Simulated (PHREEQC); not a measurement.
Brine (model solution)

Dissolve 0.71 mol/kgw LiCl, 0.2 mol/kgw MgSO4 and 0.055 mol/kgw MgCl2 at 25 °C. Closed to the air; pH follows from the charge balance.

Computed with PHREEQC (Pitzer model, pitzer.dat).

This is a speciation only: nothing precipitates in the calculation.

Question: Predict the activity of water.

Answer: activity of water 0.967.

Complexes and solids missing from the database can't appear.
